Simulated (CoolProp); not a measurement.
Isobutane along the isobar 11900 kPa: density (kg/m³) from the reference equation and from simpler models built on Tc = 407.8 K, pc = 3629 kPa, ω = 0.184; each cubic takes its own stable root.

Values from CoolProp's reference Helmholtz-energy equation of state, Bücker 2006.

| T (K) | phase | reference | van der Waals | Redlich-Kwong | Peng-Robinson |
|---|---|---|---|---|---|
| 218.2 | liquid | 649.2 | 417.4 | 605.8 | 687.4 |
| 229.7 | liquid | 638.5 | 412.5 | 596.4 | 678.0 |
| 241.2 | liquid | 627.6 | 407.5 | [?] | 668.0 |
| 252.7 | liquid | 616.6 | [?] | 576.5 | 657.6 |
| 264.3 | liquid | 605.3 | 397.1 | 566.0 | 646.6 |
| 275.8 | liquid | 594.0 | 391.7 | [?] | 635.0 |
| 287.3 | liquid | 582.4 | 386.3 | 544.1 | 622.9 |
| 298.9 | liquid | 570.5 | [?] | 532.5 | 610.0 |

Question: Complete the blanks.

Answer: 
- 241.2, Redlich-Kwong: 586.6
- 252.7, van der Waals: 402.3
- 275.8, Redlich-Kwong: 555.3
- 298.9, van der Waals: 380.6
